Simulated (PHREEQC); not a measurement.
Dissolve 0.0011 mol/kgw Al2(SO4)3, 0.033 mol/kgw NiCl2, 0.00043 mol/kgw H2SO4 and 9.3e-05 mol/kgw Na2SO4 at 75 °C. Closed to the air; pH follows from the charge balance.

All values are PHREEQC results (ion-association model, wateq4f.dat), not measurements.

The ionic strength comes out as 0.103 mol/kgw. What activity coefficients do Ni+2, AlSO4+, Al(SO4)2-, Na+, Cl- get?

Ni+2 0.33, AlSO4+ 0.76, Al(SO4)2- 0.76, Na+ 0.76, Cl- 0.74.

Precipitation was switched off in this run. Examples of supersaturated solids here: Boehmite (slow to form). Others may be too. Complexes and solids missing from the database can't appear. At this temperature some constants are extrapolated from 25 °C, and those without enthalpy data are left unchanged.
